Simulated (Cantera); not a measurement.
Feed: 1 mol Si3N4, a varied amount of CO2, 420 mol H2, held at 1548.15 K and 10.0 Torr.

Method: chemical equilibrium by Gibbs-energy minimisation in Cantera with the NASA 1993 tables (ideal gas, pure condensed phases). Candidate condensed phases: C, C6H6, C7H8, C8H18, H2O, Si, SiC, SiO2, Si2N2O, Si3N4; 151 gas species. Mutual solubility and eutectic melting of coexisting phases are not modelled. The numbers say what is thermodynamically allowed, not how fast it happens.

x: gas mole fraction; n: condensed amount in mol.

| n(CO2) (mol) | x H2 | x CO | x N2 | x SiO | x H | x HCN | n Si(s) | n SiC(s) | n Si2N2O(s) |
|---|---|---|---|---|---|---|---|---|---|
| 0.11 | 0.995 | 1.25e-5 | 0.00462 | 0.000389 | 0.000266 | 8.70e-7 | 2.63 | 0.104 | 0.0507 |
| 0.4 | 0.996 | … | … | … | 0.000267 | 7.46e-7 | … | … | … |
| 0.69 | 0.996 | 4.77e-5 | 0.00245 | 0.000928 | 0.000267 | 8.02e-7 | 0 | 0.669 | 0.969 |
| 0.98 | 0.994 | 0.000803 | 0.00298 | 0.00208 | 0.000266 | 2.42e-6 | 0 | 0.639 | 0.740 |
| 1.3 | 0.992 | 0.00186 | 0.00312 | 0.00268 | 0.000266 | 3.33e-6 | 0 | 0.510 | 0.678 |
| 1.6 | 0.991 | … | 0.00315 | 0.00308 | 0.000266 | 3.89e-6 | 0 | … | 0.663 |
| 1.8 | 0.990 | 0.00361 | 0.00315 | 0.00332 | 0.000266 | 4.17e-6 | 0 | 0.268 | 0.663 |
| 2.1 | 0.988 | 0.00467 | 0.00312 | 0.00363 | 0.000266 | 4.52e-6 | 0 | 0.113 | 0.671 |
| 2.4 | 0.987 | 0.00563 | 0.00329 | 0.00424 | 0.000265 | 3.90e-6 | 0 | 0 | 0.598 |

Task: Fill in the missing entries.

Result: 
- 1.6, x CO: 0.00290
- 1.6, n SiC(s): 0.367
- 0.4, x CO: 1.70e-5
- 0.4, x N2: 0.00339
- 0.4, x SiO: 0.000529
- 0.4, n Si(s): 1.24
- 0.4, n SiC(s): 0.392
- 0.4, n Si2N2O(s): 0.570
